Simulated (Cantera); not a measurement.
A Cantera script and what it prints.

```python
import numpy as np
import cantera as ct

gas_names = """
    H HO2 H2 H2O H2O2 Hg O OH O2 O3
""".split()
cond_names = """
    H2O(s) H2O(L) Hg(cr) Hg(L) HgO(s)
""".split()


# ... load() reads the species with a 1 bar reference pressure and builds the phases ...
atoms = {
    'HgO': {'Hg': 1, 'O': 1},
    'H2': {'H': 2},
}
top_T = {}  # K; cautious upper limits of use, not melting points


# ... equilibrate(T, P, feed) seeds the gas with the atoms and calls Mixture.equilibrate('TP', solver="vcs", rtol=1e-11, max_steps=5000) ...
results = []
feed = {'HgO': 1, 'H2': 3.8}  # mol
T = 1300  # K
P = 11  # Pa
mix = equilibrate(T, P, feed)
results.append((T, P, feed, dict(zip(mix.species_names, mix.species_moles))))
print(gas.report(threshold=1e-05))
for i in range(1, mix.n_phases):
    print(f"{mix.phase(i).name:16s} {mix.phase_moles(i):12.5e} mol")
```

It prints:

```
       temperature   1300 K
          pressure   11 Pa
           density   4.7544e-05 kg/m^3
  mean mol. weight   46.717 kg/kmol
   phase of matter   gas

                          1 kg             1 kmol
                     ---------------   ---------------
          enthalpy       -1.6367e+05       -7.6464e+06  J
   internal energy       -3.9504e+05       -1.8455e+07  J
           entropy            5976.5         2.792e+05  J/K
    Gibbs function       -7.9331e+06       -3.7061e+08  J
 heat capacity c_p            687.66             32126  J/K
 heat capacity c_v            509.68             23811  J/K

                      mass frac. Y      mole frac. X     chem. pot. / RT
                     ---------------   ---------------   ---------------
                 H        1.7381e-06        8.0556e-05           -13.925
                H2           0.02517           0.58327            -27.85
               H2O          0.080334           0.20832           -58.804
                Hg           0.89449           0.20832           -27.804
     [   +6 minor]         1.368e-07        3.7577e-07

Hg(L)             0.00000e+00 mol
```

Method: chemical equilibrium by Gibbs-energy minimisation in Cantera with the NASA 1993 tables (ideal gas, pure condensed phases).
